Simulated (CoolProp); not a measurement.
Model: reference Helmholtz-energy equation of state, Lemmon 2006, in CoolProp. It is a short technical equation, of lower accuracy than the large ones.

For C3F8 (R218), give the phase and the density (kg/m³), cp (kJ/(kg K)), cv (kJ/(kg K)), speed of sound (m/s) at 376.1 K and 2.86 MPa; 376.1 K and 17.1 MPa.


- 376.1 K and 2.86 MPa: supercritical; density 259, cp 1.19, cv 0.906, speed of sound 93.4
- 376.1 K and 17.1 MPa: supercritical; density 1200, cp 1.15, cv 0.889, speed of sound 309
